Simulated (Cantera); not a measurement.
Input: 1 mol Pb, 2.4 mol NH₃, 8.3 mol H₂, at 3.45 Torr.

Cantera equilibrium calculation (NASA polynomials, part measured and part estimated; ideal gas, pure solids and liquids). Candidate condensed phases: Pb; 11 gas species. Equilibrium is a limit: real reactors are often held back by kinetics, nucleation or transport.

x: gas mole fraction; n: condensed amount in mol.

```json
[
 {"T (K)": "825", "x H₂": "0.908", "x N₂": "0.0916", "x Pb": "3.12e-5", "x H": "1.11e-10", "x NH₃": "___", "x Pb₂": "4.01e-12", "n Pb(l)": "1.000"},
 {"T (K)": "900", "x H₂": "0.908", "x N₂": "0.0916", "x Pb": "0.000298", "x H": "1.64e-9", "x NH₃": "___", "x Pb₂": "1.77e-10", "n Pb(l)": "0.996"},
 {"T (K)": "975", "x H₂": "0.907", "x N₂": "0.0914", "x Pb": "0.00199", "x H": "1.61e-8", "x NH₃": "___", "x Pb₂": "4.28e-9", "n Pb(l)": "0.974"},
 {"T (K)": "1050", "x H₂": "0.899", "x N₂": "0.0907", "x Pb": "0.0101", "x H": "1.13e-7", "x NH₃": "___", "x Pb₂": "6.48e-8", "n Pb(l)": "0.866"},
 {"T (K)": "1125", "x H₂": "0.871", "x N₂": "0.0878", "x Pb": "0.0411", "x H": "6.11e-7", "x NH₃": "___", "x Pb₂": "6.76e-7", "n Pb(l)": "0.438"},
 {"T (K)": "1200", "x H₂": "0.844", "x N₂": "0.0851", "x Pb": "0.0709", "x H": "2.67e-6", "x NH₃": "___", "x Pb₂": "1.34e-6", "n Pb(l)": "0"},
 {"T (K)": "1275", "x H₂": "0.844", "x N₂": "0.0851", "x Pb": "0.0709", "x H": "9.98e-6", "x NH₃": "___", "x Pb₂": "9.37e-7", "n Pb(l)": "0"},
 {"T (K)": "1350", "x H₂": "0.844", "x N₂": "0.0851", "x Pb": "0.0709", "x H": "3.23e-5", "x NH₃": "___", "x Pb₂": "6.81e-7", "n Pb(l)": "0"},
 {"T (K)": "1425", "x H₂": "0.844", "x N₂": "0.0851", "x Pb": "0.0709", "x H": "9.24e-5", "x NH₃": "___", "x Pb₂": "5.11e-7", "n Pb(l)": "0"},
 {"T (K)": "1500", "x H₂": "0.844", "x N₂": "0.0851", "x Pb": "0.0709", "x H": "0.000238", "x NH₃": "___", "x Pb₂": "3.95e-7", "n Pb(l)": "0"}
]
```

### Question
Complete the blanks.

### Answer

- 825, x NH₃: 2.82e-6
- 900, x NH₃: 1.46e-6
- 975, x NH₃: 8.28e-7
- 1050, x NH₃: 5.01e-7
- 1125, x NH₃: 3.08e-7
- 1200, x NH₃: 1.99e-7
- 1275, x NH₃: 1.43e-7
- 1350, x NH₃: 1.06e-7
- 1425, x NH₃: 8.17e-8
- 1500, x NH₃: 6.44e-8
